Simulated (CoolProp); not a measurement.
Properties of R113 along the isobar 0.211 MPa.

Computed with CoolProp (reference Helmholtz-energy equation of state, Marx 1992).

```
T (°C)   phase  density (kg/m³)  cp (kJ/(kg K))  isothermal compressibility (1/MPa)  expansivity (1/kK)  fugacity coefficient
------  ------  ---------------  --------------  ----------------------------------  ------------------  --------------------
-11.85  liquid             1650          0.8863                                   ?               1.393               0.03906
2.45    liquid             1617          0.8975                            0.001419               1.436               0.08010
16.75   liquid             1583          0.9100                            0.001640               1.489                0.1506
30.95   liquid             1549          0.9233                            0.001908               1.554                0.2621
45.25   liquid             1514          0.9377                            0.002242               1.635                0.4301
59.55   liquid             1478          0.9532                            0.002664               1.734                0.6685
73.75      gas            14.71          0.7288                               5.121               3.675                0.9371
88.05      gas                ?          0.7340                               5.058               3.389                0.9450
102.35     gas            13.35               ?                               5.010               3.164                0.9515
116.55     gas            12.78          0.7494                               4.973               2.980                0.9570
130.85     gas            12.26          0.7578                               4.944                   ?                     ?
145.15     gas            11.78          0.7664                               4.919               2.685                0.9658
159.35     gas            11.35          0.7748                               4.899               2.565                0.9693
173.65     gas            10.95          0.7830                               4.881                   ?                0.9723
187.95     gas            10.58          0.7910                               4.866               2.359                0.9750
202.15     gas            10.24          0.7987                               4.853               2.271                0.9774
```

Problem. Complete the blanks.

Solution. 
- -11.85, isothermal compressibility (1/MPa): 0.001237
- 88.05, density (kg/m³): 13.98
- 102.35, cp (kJ/(kg K)): 0.7413
- 130.85, expansivity (1/kK): 2.822
- 130.85, fugacity coefficient: 0.9617
- 173.65, expansivity (1/kK): 2.457
